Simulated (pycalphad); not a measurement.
An equivalent pycalphad script:

```python
from pycalphad import Database, equilibrium, calculate, variables as v
import numpy as np
db = Database('COST507.tdb')
comps = ['AL', 'C', 'VA']
phases = ['AL4C3', 'FCC_A1', 'GRAPHITE', 'LIQUID']
eq = equilibrium(db, comps, phases, {v.X('C'): 0.0033, v.T: np.arange(1850, 499, -75), v.P: 101325, v.N: 1}, output=['HM', 'SM'])
```

Computed with pycalphad from the COST 507 light-alloy database (1999), at 1 atm. The data set is of 1999 and partly superseded. Phase fractions are per mole of atoms. Kinetics are ignored, which matters at the lower temperatures.

Results at three of the temperatures:

```
T = 1625.00 K, P = 101325 Pa, N = 1 mol of atoms
G = -93820 J/mol, H = 50551 J/mol, S = 88.84 J/(mol K)  (SER reference)
chemical potentials (J/mol): Al -93904, C -68296
phase             fraction      x(Al)       x(C)
LIQUID              0.9936     0.9994   0.000571
AL4C3               0.0064     0.5714     0.4286
```

```
T = 575.00 K, P = 101325 Pa, N = 1 mol of atoms
G = -19008 J/mol, H = 6995 J/mol, S = 45.22 J/(mol K)  (SER reference)
chemical potentials (J/mol): Al -18841, C -69498
phase             fraction      x(Al)       x(C)
FCC_A1              0.9923     1.0000      1e-14
AL4C3               0.0077     0.5714     0.4286
```

```
T = 500.00 K, P = 101325 Pa, N = 1 mol of atoms
G = -15757 J/mol, H = 4942 J/mol, S = 41.40 J/(mol K)  (SER reference)
chemical potentials (J/mol): Al -15579, C -69641
phase             fraction      x(Al)       x(C)
FCC_A1              0.9923     1.0000      1e-14
AL4C3               0.0077     0.5714     0.4286
```

Changes of the phase set, refined by bisection:

| T (°C) | phases above | phases below |
|---|---|---|
| 1521.6 | LIQUID | AL4C3 + LIQUID |
| 660.3 | AL4C3 + LIQUID | AL4C3 + FCC_A1 |

Database names, with the compositions (at.%) that they take in these runs: AL4C3: Al 57 C 43. FCC_A1 is fcc.
